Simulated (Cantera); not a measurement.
A closed system holds: 1 mol CH4, 0.01 mol NH3, held at 15.0 Pa.

Equilibrium computed with Cantera from the NASA thermochemical tables; the gas is ideal and each condensed phase is pure. Candidate condensed phases: C, C6H6, C7H8, C8H18; 92 gas species. Equilibrium is a limit: real reactors are often held back by kinetics, nucleation or transport. All values below are at 1548 K.

Base state: H2 0.995, H 0.00251, N2 0.00244, HCN 7.22e-5, C2H2 (acetylene) 1.56e-5 (mole fractions); condensed: C(graphite).

Q: What changes in the equilibrium state with this change: NH3 from 0.01 to 0.62 mol?

A: 
```csv
species,before,after
H2,0.995,0.902
N2,0.00244,0.0953
H,0.00251,0.00239
HCN,7.22e-5,0.000430
C2H2 (acetylene),1.56e-5,1.42e-5
"C(graphite), mol",1.000,0.998
```
